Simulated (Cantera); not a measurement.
Charge: 1 mol SiH2Cl2, 43 mol H2, held at 1800 K and 1.20 mbar.

Equilibrium computed with Cantera from the NASA thermochemical tables; the gas is ideal and each condensed phase is pure. Candidate condensed phases: Si; 19 gas species. The tables' values for SiCl are old estimates; treat these amounts as uncertain. Gases not in the tables: Si2H6 and higher silanes. The numbers say what is thermodynamically allowed, not how fast it happens.

Task: What is the equilibrium state?

Result: 
| Item | Result |
|---|---|
| x(H2) | 0.947 |
| x(HCl) | 0.0353 |
| x(H) | 0.0101 |
| x(SiCl2) | 0.00408 |
| x(Si) | 0.00265 |
| x(SiCl) | 0.000288 |
| x(Cl) | 0.000287 |
| x(SiH) | 0.000102 |
| x(SiH2) | 2.83e-5 |
| n(Si(l)) | 0.674 mol |
| gas amount | 45.36 mol |
